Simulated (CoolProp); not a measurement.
Vapour-liquid equilibrium of R22 (1) + R114 (2) at 1.37 MPa; x and y are mole fractions of (1).

Computed with CoolProp (multi-fluid Helmholtz-energy mixture model, Kamei 1995 and Platzer 1990; pair parameters Bell 2016). This equation is an older, rougher fit; its heat capacities, sound speeds and derivatives of the liquid may be far off and weren't checked against measurements.

Task: Give the bubble temperature and the first vapour's composition at x = 0.15, 0.25, 0.35. Is there an azeotrope?

Result: x = 0.15: 351.7 K, y = 0.365; x = 0.25: 342.6 K, y = 0.515; x = 0.35: 335.5 K, y = 0.622. No azeotrope shows between x = 0.05 and 0.95.

Pair parameters are fitted to limited data, so mixtures are less certain than the pure fluids.
